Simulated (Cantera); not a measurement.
## Hydrogen reduction and annealing atmospheres: FeS2 + H2 + N2

Feed: 1 mol FeS2, 250 mol H2, 6.7 mol N2, at 1875 K and 0.340 bar.

Equilibrium computed with Cantera from the NASA thermochemical tables; the gas is ideal and each condensed phase is pure. Candidate condensed phases: Fe, FeS, FeS2, S; 16 gas species. Rates play no part.

| Property | Result |
|---|---|
| x(H2) | 0.965 |
| x(N2) | 0.0261 |
| x(H2S) | 0.00664 |
| x(H) | 0.00110 |
| x(SH) | 0.000725 |
| x(Fe) | 0.000239 |
| x(S2) | 0.000193 |
| x(S) | 3.17e-5 |
| x(NH3) | 1.31e-6 |
| n(Fe(l)) | 0.939 mol |
| gas amount | 257.1 mol |
| log10 activity of S(l) (absent) | -3.60 |
